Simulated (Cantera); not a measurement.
A closed system holds: 1 mol SiCl4, 570 mol H2, at 0.0310 bar.

Method: chemical equilibrium by Gibbs-energy minimisation in Cantera with the NASA 1993 tables (ideal gas, pure condensed phases). Candidate condensed phases: Si; 19 gas species. Gases not in the tables: Si2H6 and higher silanes. Equilibrium is a limit: real reactors are often held back by kinetics, nucleation or transport.

### Question
Which condensed phases are stable at each of these points (T (°C)): 1300, 1350, 1400, 1450, 1500, 1550, 1600, 1650, 1700, 1750, 1800, 1850, 1900?

### Answer
| T (°C) | condensed phases | Si condensed (%) |
|---|---|---|
| 1300 | Si(s) | 90.9 |
| 1350 | Si(s) | 90.1 |
| 1400 | Si(s) | 89.0 |
| 1450 | Si(l) | 87.6 |
| 1500 | Si(l) | 85.0 |
| 1550 | Si(l) | 79.7 |
| 1600 | Si(l) | 69.6 |
| 1650 | Si(l) | 51.1 |
| 1700 | Si(l) | 18.7 |
| 1750 | gas only | 0.0 |
| 1800 | gas only | 0.0 |
| 1850 | gas only | 0.0 |
| 1900 | gas only | 0.0 |

From 1300 °C to 1400 °C the condensed part is Si(s). From 1450 °C to 1700 °C the condensed part is Si(l). From 1750 °C to 1900 °C nothing is condensed.
